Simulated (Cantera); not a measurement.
Input: 1 mol BN, 9.7 mol H2, equilibrated at 1050 K and 0.00133 bar.

These are equilibrium values from Cantera (NASA tables, ideal gas, pure condensed phases), not measurements of a reactor. Candidate condensed phases: B, BN; 15 gas species. Kinetics and transport are ignored.

Task: What is the equilibrium state?

Result: 
```
Property                            Result
-------------------------------  ---------
x(H2)                                 1.00
n(BN(s))                          1.00 mol
gas amount                       9.700 mol
log10 activity of B(s) (absent)      -1.63
```
